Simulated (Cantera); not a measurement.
## Roasting and sulfation: MgCO3 + O2 + H2O + H2S

A closed system holds: 1 mol MgCO3, 0.4 mol O2, 1.9 mol H2O, a varied amount of H2S, equilibrated at 1973 K and 10.0 mbar.

Cantera equilibrium calculation (NASA polynomials, part measured and part estimated; ideal gas, pure solids and liquids). Candidate condensed phases: C, C6H6, C7H8, C8H18, H2O, H2SO4, Mg, MgCO3, MgO, Mg(OH)2, MgS, MgSO4, S; 130 gas species. Kinetics and transport are ignored.

From 0.1 mol H2S to 0.63 mol H2S the condensed part is MgO(s). The main Mg-bearing gas is Mg(OH)2 at 0.1 mol H2S and Mg at 0.63 mol H2S.

| n(H2S) (mol) | log p H2O | log p CO2 | log p SO2 | log p CO | log p H2 | log p O2 | log p SO | log p OH | n MgO(s) |
|---|---|---|---|---|---|---|---|---|---|
| 0.1 | -2.24 | -2.55 | -3.53 | -3.97 | -4.31 | -3.11 | -5.92 | -3.97 | 1.000 |
| 0.13 | -2.23 | -2.55 | -3.42 | -3.94 | -4.27 | -3.18 | -5.77 | -3.99 | 1.000 |
| 0.16 | -2.23 | -2.55 | -3.33 | -3.90 | -4.22 | -3.27 | -5.63 | -4.01 | 1.000 |
| 0.2 | -2.22 | -2.56 | -3.24 | -3.83 | -4.14 | -3.42 | -5.46 | -4.05 | 1.000 |
| 0.25 | -2.22 | -2.57 | -3.15 | -3.71 | -4.00 | -3.69 | -5.24 | -4.11 | 1.000 |
| 0.32 | -2.22 | -2.61 | -3.05 | -3.44 | -3.71 | -4.29 | -4.84 | -4.26 | 1.000 |
| 0.4 | -2.24 | -2.69 | -2.98 | -3.18 | -3.39 | -4.97 | -4.44 | -4.44 | 1.000 |
| 0.5 | -2.27 | -2.80 | -2.92 | -3.01 | -3.14 | -5.53 | -4.10 | -4.59 | 0.999 |
| 0.63 | -2.31 | -2.93 | -2.88 | -2.91 | -2.94 | -6.01 | -3.81 | -4.74 | 0.999 |
log p: log10 of the partial pressure in bar; n: condensed amount in mol.
